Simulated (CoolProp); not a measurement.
R113 along the isobar 38.4 bar: fugacity coefficient from the reference equation and from simpler models built on Tc = 214.1 °C, pc = 33.92 bar, ω = 0.253; each cubic takes its own stable root.

Computed with CoolProp (reference Helmholtz-energy equation of state, Marx 1992).

```json
[
 {"T (°C)": "-22.55", "phase": "liquid", "reference": "0.001425", "van der Waals": "0.03922", "Soave-Redlich-Kwong": "0.001455", "Peng-Robinson": "…"},
 {"T (°C)": "-5.85", "phase": "liquid", "reference": "0.003537", "van der Waals": "…", "Soave-Redlich-Kwong": "…", "Peng-Robinson": "…"},
 {"T (°C)": "10.85", "phase": "liquid", "reference": "0.007707", "van der Waals": "0.07993", "Soave-Redlich-Kwong": "0.007785", "Peng-Robinson": "0.007825"},
 {"T (°C)": "27.55", "phase": "liquid", "reference": "0.01510", "van der Waals": "0.1072", "Soave-Redlich-Kwong": "0.01525", "Peng-Robinson": "0.01514"},
 {"T (°C)": "44.25", "phase": "liquid", "reference": "0.02709", "van der Waals": "0.1392", "Soave-Redlich-Kwong": "0.02740", "Peng-Robinson": "0.02695"},
 {"T (°C)": "60.95", "phase": "liquid", "reference": "0.04513", "van der Waals": "0.1756", "Soave-Redlich-Kwong": "0.04577", "Peng-Robinson": "0.04469"},
 {"T (°C)": "77.65", "phase": "liquid", "reference": "0.07061", "van der Waals": "0.2163", "Soave-Redlich-Kwong": "0.07182", "Peng-Robinson": "0.06974"},
 {"T (°C)": "94.25", "phase": "liquid", "reference": "0.1045", "van der Waals": "0.2606", "Soave-Redlich-Kwong": "0.1066", "Peng-Robinson": "0.1031"},
 {"T (°C)": "110.95", "phase": "liquid", "reference": "…", "van der Waals": "0.3085", "Soave-Redlich-Kwong": "0.1513", "Peng-Robinson": "0.1460"},
 {"T (°C)": "127.65", "phase": "liquid", "reference": "0.2014", "van der Waals": "0.3593", "Soave-Redlich-Kwong": "0.2063", "Peng-Robinson": "0.1986"},
 {"T (°C)": "144.35", "phase": "liquid", "reference": "0.2645", "van der Waals": "0.4122", "Soave-Redlich-Kwong": "0.2711", "Peng-Robinson": "0.2607"},
 {"T (°C)": "161.05", "phase": "liquid", "reference": "0.3366", "van der Waals": "…", "Soave-Redlich-Kwong": "0.3447", "Peng-Robinson": "0.3314"},
 {"T (°C)": "177.75", "phase": "liquid", "reference": "0.4162", "van der Waals": "0.5217", "Soave-Redlich-Kwong": "0.4253", "Peng-Robinson": "0.4089"},
 {"T (°C)": "194.45", "phase": "liquid", "reference": "0.5012", "van der Waals": "0.5763", "Soave-Redlich-Kwong": "0.5100", "Peng-Robinson": "0.4905"}
]
```

Problem. Complete the blanks.

Solution. 
- -22.55, Peng-Robinson: 0.001515
- -5.85, van der Waals: 0.05731
- -5.85, Soave-Redlich-Kwong: 0.003583
- -5.85, Peng-Robinson: 0.003658
- 110.95, reference: 0.1480
- 161.05, van der Waals: 0.4666
